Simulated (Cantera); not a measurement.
Cantera run, input and output.

```python
import numpy as np
import cantera as ct

gas = ct.Solution("gri30.yaml")


def delay(T, t_max=10):
    gas.TPX = T, 86000, {'H2': 1, 'O2': 0.532, 'N2': 2.5, 'NO': 0.013}
    reactor = ct.IdealGasConstPressureReactor(gas, clone=False)
    net = ct.ReactorNet([reactor])
    net.rtol, net.atol = 1e-8, 1e-16
    while net.time < t_max:
        t_old, T_old = net.time, reactor.T
        net.step()
        if reactor.T > T + 400:  # ignition: a rise of 400 K
            return t_old + (T + 400 - T_old) / (reactor.T - T_old) * (net.time - t_old)
    return np.nan


taus = []
for T in [1125, 1225, 1325, 1425, 1525, 1625, 1725]:
    taus.append(delay(T))
    print(f"T0 = {T:6g} K   tau = {taus[-1]:.4e} s")
```

It prints:

```
T0 =   1125 K   tau = 9.3837e-05 s
T0 =   1225 K   tau = 5.6425e-05 s
T0 =   1325 K   tau = 3.9553e-05 s
T0 =   1425 K   tau = 3.1519e-05 s
T0 =   1525 K   tau = 2.7983e-05 s
T0 =   1625 K   tau = 2.7077e-05 s
T0 =   1725 K   tau = 2.7907e-05 s
```

Detailed kinetics in Cantera: GRI-Mech 3.0 (53 species, 325 reactions). The mechanism lacks 2 NO + O2 → 2 NO2 and HONO, so NO2 and the effect of NO are under-described below about 1400 K. Where the delays flatten at high temperature, the 400 K rule measures the pace of heat release, not the induction time.
